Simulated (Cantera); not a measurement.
Input: 1 mol Si, 0.068 mol CO2, 420 mol N2, held at 0.580 bar.

Method: chemical equilibrium by Gibbs-energy minimisation in Cantera with the NASA 1993 tables (ideal gas, pure condensed phases). Candidate condensed phases: C, Si, SiC, SiO2, Si2N2O, Si3N4; 34 gas species. N2 is the only nitrogen source here; it is nearly inert below about 1500 K, so the nitride shown seldom forms there in practice. Mutual solubility and eutectic melting of coexisting phases are not modelled. Kinetics and transport are ignored.

Problem. Which condensed phases are stable at each of these points (T (K)): 1373, 1423, 1473, 1523, 1573, 1623, 1673, 1723, 1773, 1823, 1873, 1923?

Solution. 
```
T (K)                    condensed phases  Si condensed (%)
-----  ----------------------------------  ----------------
1373   C(graphite) + Si2N2O(s) + Si3N4(s)             100.0
1423   C(graphite) + Si2N2O(s) + Si3N4(s)             100.0
1473   C(graphite) + Si2N2O(s) + Si3N4(s)             100.0
1523                 Si2N2O(s) + Si3N4(s)             100.0
1573                 Si2N2O(s) + Si3N4(s)             100.0
1623                 Si2N2O(s) + Si3N4(s)              99.9
1673                 Si2N2O(s) + Si3N4(s)              99.7
1723                 Si2N2O(s) + Si3N4(s)              98.9
1773                 Si2N2O(s) + Si3N4(s)              96.7
1823                             Si3N4(s)              93.2
1873                             Si3N4(s)              93.1
1923                             Si3N4(s)              92.8
```

From 1373 K to 1473 K the condensed part is C(graphite) + Si2N2O(s) + Si3N4(s). From 1523 K to 1773 K the condensed part is Si2N2O(s) + Si3N4(s). From 1823 K to 1923 K the condensed part is Si3N4(s).
